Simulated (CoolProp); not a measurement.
Octamethyltrisiloxane (MDM) at several states: fugacity coefficient from the reference equation and from simpler models built on Tc = 292.2 °C, pc = 14.38 bar, ω = 0.528; each cubic takes its own stable root.

The numbers come from the reference Helmholtz-energy equation of state, Thol 2017 in CoolProp.

```tsv
T (°C)	p (bar)	phase	reference	van der Waals	Redlich-Kwong	Soave-Redlich-Kwong	Peng-Robinson
57.35	0.151	liquid	0.2108	0.9893	0.9844	0.2155	0.2304
59.55	8.16	liquid	0.004750	?	0.03170	0.004889	0.005156
101.85	6.64	liquid	0.03355	0.3133	0.1195	0.03367	?
115.25	3.91	liquid	0.08703	?	0.2631	0.08697	0.08785
-68.45	27.5	liquid	1.484e-8	?	5.804e-6	2.847e-8	4.187e-8
```

Question: What belongs in the gaps?

Answer: 
- 59.55, van der Waals: 0.1440
- 101.85, Peng-Robinson: 0.03420
- 115.25, van der Waals: 0.5957
- -68.45, van der Waals: 0.002362

At some of these states van der Waals, Redlich-Kwong gives the other phase, because its saturation line lies elsewhere.
